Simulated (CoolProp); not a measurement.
The numbers come from the reference Helmholtz-energy equation of state, Zhou 2012 in CoolProp.

Q: Give the vapour pressure (MPa), liquid density (kg/m³), vapour density (kg/m³), enthalpy of vaporisation (kJ/kg) of saturated p-xylene at 463.7, 467.3, 470.8 K.

A: 
```tsv
T (K)	p (MPa)	liquid density (kg/m³)	vapour density (kg/m³)	enthalpy of vaporisation (kJ/kg)
463.7	0.342	698	10.6	301
467.3	0.368	694	11.3	298
470.8	0.394	690	12.1	296
```
